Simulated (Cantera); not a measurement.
A closed system holds: 1 mol Fe3O4, 9.8 mol CO, 5.8 mol N2, equilibrated at 1198 K and 0.133 bar.

Cantera equilibrium calculation (NASA polynomials, part measured and part estimated; ideal gas, pure solids and liquids). Candidate condensed phases: C, Fe, Fe(CO)5, FeO, Fe2O3, Fe3O4; 27 gas species. Mutual solubility and eutectic melting of coexisting phases are not modelled. The tables' stoichiometric FeO is somewhat more stable than real wüstite, so its field is too wide. FeO: taken at fixed stoichiometry. Kinetics and transport are ignored.

Base state: CO 0.523, N2 0.372, CO2 0.106 (mole fractions); condensed: Fe(γ) + FeO(s).

What changes in the equilibrium state with this change: temperature from 1198 K to 2498 K?


| species | before | after |
|---|---|---|
| CO | 0.523 | 0.458 |
| N2 | 0.372 | 0.344 |
| CO2 | 0.106 | 0.123 |
| Fe | <1e-9 | 0.0669 |
| FeO | <1e-9 | 0.00572 |
| O | <1e-9 | 0.00105 |
| NO | <1e-9 | 0.000884 |
| O2 | <1e-9 | 0.000717 |
| Fe(γ), mol | 0.648 | 0 |
| FeO(s), mol | 2.35 | 0 |
| FeO(l), mol | 0 | 1.78 |
